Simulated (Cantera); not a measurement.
A closed system holds: 1 mol SiCl4, 4.6 mol HCl, 0.81 mol H2, equilibrated at 900 K and 9.20 bar.

Cantera equilibrium calculation (NASA polynomials, part measured and part estimated; ideal gas, pure solids and liquids). Candidate condensed phases: Si; 19 gas species. The numbers say what is thermodynamically allowed, not how fast it happens.

Base state: HCl 0.718, SiCl4 0.156, H2 0.126, SiHCl3 7.79e-5 (mole fractions); condensed: gas only.

**Question.** What changes in the equilibrium state with this change: SiCl4 replaced by Si?

**Answer.** 
```tsv
species	before	after
H2	0.126	0.634
SiCl4	0.156	0.224
HCl	0.718	0.139
SiHCl3	7.79e-5	0.00290
```
